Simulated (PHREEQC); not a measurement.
Solution (65 °C): 0.0079 mol HF, 0.0095 mol NH4F and 0.00071 mol H2SO4 per kg of water. Closed to the air; pH follows from the charge balance.

Equilibrium calculation in PHREEQC: ion-association model, wateq4f.dat.

Each row changes one thing in this solution. Precipitation was switched off in this run.

```tsv
case	pH	ionic strength (mol/kgw)	HF (mol/kgw)	F- (mol/kgw)	HF2- (mol/kgw)	H2F2 (mol/kgw)
as made	3.44	0.0105	0.00850	0.00821	0.000307	4.02e-5
H2SO4 left out	3.58	…	0.00725	0.00949	0.000303	2.93e-5
H2SO4 from 0.00071 to 0.00355 mol/kgw	2.95	0.0133	0.0128	0.00400	0.000225	9.09e-5
H2SO4 from 0.00071 to 0.000355 mol/kgw	3.51	…	0.00788	0.00884	0.000307	3.45e-5
NH4F from 0.0095 to 0.0019 mol/kgw	2.89	0.00383	0.00765	0.00195	6.57e-5	3.25e-5
temperature from 65 to 85 °C	3.61	0.0103	0.00867	0.00810	0.000297	1.81e-5
temperature from 65 to 70 °C	3.48	0.0104	0.00854	0.00818	0.000306	3.31e-5
NH4F from 0.0095 to 0.00095 mol/kgw	2.78	0.00323	0.00726	0.00144	4.59e-5	2.93e-5
```

Question: Some entries are withheld; supply them.

Answer: 
- H2SO4 left out, ionic strength (mol/kgw): 0.00979
- H2SO4 from 0.00071 to 0.000355 mol/kgw, ionic strength (mol/kgw): 0.0101

At this temperature some constants are extrapolated from 25 °C, and those without enthalpy data are left unchanged.
